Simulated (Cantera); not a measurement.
An adiabatic, constant-volume homogeneous reactor starts with 6.73 % CH4, 10.4 % O2, 82.8 % N2, 0.114 % H2O, equivalence ratio 1.3, at 973 K and 16.0 bar.

Model: GRI-Mech 3.0 (53 species, 325 reactions), integrated in Cantera. The pressure lies above the range GRI-Mech 3.0 was tuned for (to about 10 atm). Below about 1000 K GRI-Mech 3.0 lacks low-temperature oxidation paths.

Task: Predict: time of steepest temperature rise; temperature at 0.200 s; equilibrium temperature; x(O2) at 0.200 s; x(H2O) at 0.200 s; x(CO2) at 0.200 s.

Result: 
```json
{
  "time_of_steepest_temperature_rise": "0.156 s",
  "temperature at 0.200 s": "2241 K",
  "equilibrium_temperature": "2241 K",
  "x(O2) at 0.200 s": "1.13e-6 (gas-phase equilibrium 1.13e-6)",
  "x(H2O) at 0.200 s": "0.107 (gas-phase equilibrium 0.107)",
  "x(CO2) at 0.200 s": "0.0294 (gas-phase equilibrium 0.0294)"
}
```
